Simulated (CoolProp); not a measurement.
CH2F2 (R32) along the isotherm 435 K: fugacity coefficient from the reference equation and from simpler models built on Tc = 351.3 K, pc = 5.783 MPa, ω = 0.277; each cubic takes its own stable root.

Model: reference Helmholtz-energy equation of state, Tillner-Roth 1997, in CoolProp.

| p (MPa) | phase | reference | Soave-Redlich-Kwong | Peng-Robinson |
|---|---|---|---|---|
| 0.0457 | gas | 0.9986 | 0.9988 | 0.9985 |
| 0.0671 | gas | 0.9979 | 0.9982 | 0.9979 |
| 0.0985 | gas | 0.9970 | 0.9974 | 0.9969 |
| 0.145 | gas | 0.9956 | 0.9961 | 0.9954 |
| 0.212 | gas | 0.9935 | 0.9943 | 0.9932 |
| 0.311 | gas | 0.9905 | 0.9917 | 0.9901 |
| 0.457 | gas | 0.9860 | 0.9878 | 0.9855 |
| 0.671 | gas | 0.9796 | 0.9822 | 0.9788 |
| 0.985 | gas | 0.9701 | 0.9739 | 0.9690 |
| 1.45 | gas | 0.9562 | 0.9618 | 0.9547 |
| 2.12 | gas | 0.9365 | 0.9446 | 0.9345 |
| 3.11 | gas | 0.9079 | 0.9197 | 0.9055 |
| 4.57 | gas | 0.8671 | 0.8841 | 0.8646 |
| 6.71 | supercritical | 0.8100 | 0.8347 | 0.8086 |
| 9.85 | supercritical | 0.7327 | 0.7686 | 0.7356 |
| 14.5 | supercritical | 0.6354 | 0.6882 | 0.6493 |
